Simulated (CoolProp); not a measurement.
Vapour-liquid equilibrium of benzene (1) + n-decane (2) at 229.75 °C; x and y are mole fractions of (1).

The numbers come from the multi-fluid Helmholtz-energy mixture model, Thol 2012 and Lemmon 2006; pair parameters Bell 2016 in CoolProp.

```json
[
 {"x": "0.05", "bubble pressure, mixture model (kPa)": "?", "bubble pressure, Raoult's law (kPa)": "442.4", "y, mixture model": "0.188", "y, Raoult's law": "0.255"},
 {"x": "0.125", "bubble pressure, mixture model (kPa)": "535.2", "bubble pressure, Raoult's law (kPa)": "585.7", "y, mixture model": "0.388", "y, Raoult's law": "0.482"},
 {"x": "0.2", "bubble pressure, mixture model (kPa)": "657.3", "bubble pressure, Raoult's law (kPa)": "729.0", "y, mixture model": "0.525", "y, Raoult's law": "0.619"},
 {"x": "0.275", "bubble pressure, mixture model (kPa)": "784.2", "bubble pressure, Raoult's law (kPa)": "872.2", "y, mixture model": "0.623", "y, Raoult's law": "0.712"},
 {"x": "0.35", "bubble pressure, mixture model (kPa)": "914.9", "bubble pressure, Raoult's law (kPa)": "1016", "y, mixture model": "0.697", "y, Raoult's law": "0.778"},
 {"x": "0.425", "bubble pressure, mixture model (kPa)": "1049", "bubble pressure, Raoult's law (kPa)": "1159", "y, mixture model": "0.755", "y, Raoult's law": "0.828"},
 {"x": "0.5", "bubble pressure, mixture model (kPa)": "?", "bubble pressure, Raoult's law (kPa)": "1302", "y, mixture model": "0.802", "y, Raoult's law": "0.867"},
 {"x": "0.575", "bubble pressure, mixture model (kPa)": "1328", "bubble pressure, Raoult's law (kPa)": "1445", "y, mixture model": "0.842", "y, Raoult's law": "0.898"},
 {"x": "0.65", "bubble pressure, mixture model (kPa)": "1475", "bubble pressure, Raoult's law (kPa)": "1589", "y, mixture model": "0.876", "y, Raoult's law": "0.924"},
 {"x": "0.725", "bubble pressure, mixture model (kPa)": "1627", "bubble pressure, Raoult's law (kPa)": "1732", "y, mixture model": "?", "y, Raoult's law": "0.945"},
 {"x": "0.8", "bubble pressure, mixture model (kPa)": "1787", "bubble pressure, Raoult's law (kPa)": "1875", "y, mixture model": "0.934", "y, Raoult's law": "0.963"},
 {"x": "0.875", "bubble pressure, mixture model (kPa)": "?", "bubble pressure, Raoult's law (kPa)": "2018", "y, mixture model": "0.960", "y, Raoult's law": "0.979"},
 {"x": "0.95", "bubble pressure, mixture model (kPa)": "2134", "bubble pressure, Raoult's law (kPa)": "2162", "y, mixture model": "?", "y, Raoult's law": "0.992"}
]
```

Fill in the missing entries.


- 0.05, bubble pressure, mixture model (kPa): 419.5
- 0.5, bubble pressure, mixture model (kPa): 1187
- 0.725, y, mixture model: 0.907
- 0.875, bubble pressure, mixture model (kPa): 1956
- 0.95, y, mixture model: 0.985

The largest gap from Raoult's law is -10.1 % in bubble pressure, at x = 0.275. No azeotrope shows between x = 0.05 and 0.95.

Pair parameters are fitted to limited data, so mixtures are less certain than the pure fluids.
